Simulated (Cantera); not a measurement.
Input: 1 mol CH3Cl, 2.2 mol F2, at 948.15 K and 1.30 Pa.

Method: chemical equilibrium by Gibbs-energy minimisation in Cantera with the NASA 1993 tables (ideal gas, pure condensed phases). Candidate condensed phases: C, C6H6, C7H8, C8H18; 118 gas species. Gases not in the tables: C2F6 and larger saturated fluorocarbons. Rates play no part.

Base state: HF 0.643, HCl 0.164, CF4 0.135, Cl2 0.0471, Cl 0.0103, CClF3 0.000539 (mole fractions); condensed: C(graphite).

**Question.** What changes in the equilibrium state with this change: pressure from 1.30 Pa to 4400 Pa?

**Answer.** 
```csv
species,before,after
HF,0.643,0.562
HCl,0.164,0.270
CF4,0.135,0.164
Cl2,0.0471,0.00315
Cl,0.0103,4.59e-5
CCl2F2,2.96e-6,1.27e-5
CClF3,0.000539,0.00123
"C(graphite), mol",0.497,0.406
```
